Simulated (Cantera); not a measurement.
A closed system holds: 1 mol borazine, 13 mol NH₃, 0.08 mol H₂O, equilibrated at 750 Torr.

Cantera equilibrium calculation (NASA polynomials, part measured and part estimated; ideal gas, pure solids and liquids). Candidate condensed phases: B, BN, B₂O₃, B₃O₃H₃, H₂O; 39 gas species. The feed counts by its element totals alone. Kinetics and transport are ignored. All values below are at 1948 K.

Base state: H₂ 0.772, N₂ 0.224, HBO 0.00217, H 0.000993, H₂O 0.000212, HBO₂ 0.000129, BO 4.26e-5, B₂O₂ 1.80e-5 (mole fractions); condensed: BN(s).

Q: What changes in the equilibrium state with this change: H₂O from 0.08 to 16 mol?

A: 
```csv
species,before,after
H₂,0.772,0.561
H₂O,0.000212,0.211
N₂,0.224,0.167
HBO₂,0.000129,0.0586
OH,2.47e-8,2.87e-5
B₂O₃,7.56e-6,0.00156
B₂O₂,1.80e-5,2.73e-6
"BN(s), mol",2.93,0
```
